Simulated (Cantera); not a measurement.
A perfectly stirred reactor is fed with CH4 : O2 : N2 : H2O = 1 : 1.18 : 4.42 : 0.64 (molar parts), equivalence ratio 1.7, at 1.00 bar; it is adiabatic with a 748 K inlet, and is followed from long to short residence time, starting on the burning branch (τ in s: 0.34, 0.08, 0.019, 0.0044, 0.001, 0.00024, 5.7e-05, 1.3e-05, 3.1e-06).

Detailed kinetics in Cantera: GRI-Mech 3.0 (53 species, 325 reactions).

x: mole fraction; the columns are a selection and need not sum to one.

```
τ (s)    T (K)     x CH4      x O2   x H2O    x HCO    x C2H
-------  -----  --------  --------  ------  -------  -------
0.34      1985  0.000629   5.34e-5   0.213  3.43e-8  9.42e-9
0.080     1988   0.00159  0.000198   0.215  7.55e-8  6.67e-8
0.019     1990   0.00299  0.000669   0.219  2.12e-7  2.63e-7
0.0044    1981       ___       ___   0.224      ___      ___
0.0010    1931   0.00817   0.00768   0.227  2.43e-6  1.07e-6
0.00024    748     0.138     0.163  0.0884   <1e-12   <1e-12
5.7e-5     748     0.138     0.163  0.0884   <1e-12   <1e-12
1.3e-5     748     0.138     0.163  0.0884   <1e-12   <1e-12
3.1e-6     748     0.138     0.163  0.0884   <1e-12   <1e-12
```

Task: What belongs in the gaps?

Result: 
- 0.0044, x CH4: 0.00473
- 0.0044, x O2: 0.00216
- 0.0044, x HCO: 6.97e-7
- 0.0044, x C2H: 6.71e-7
